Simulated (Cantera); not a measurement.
Charge: 1 mol AlCl3, 15 mol O2, a varied amount of N2, at 1125 K and 2.10 mbar.

Cantera equilibrium calculation (NASA polynomials, part measured and part estimated; ideal gas, pure solids and liquids). Candidate condensed phases: Al, AlCl3, AlN, Al2O3; 24 gas species. Kinetics and transport are ignored.

Question: At 110 mol N2, list the 5 most abundant gas species with their mole fractions, and the condensed phases.

Answer: N2 0.873, O2 0.113, Cl2 0.00970, Cl 0.00441, NO 8.20e-5. Condensed: Al2O3(s).
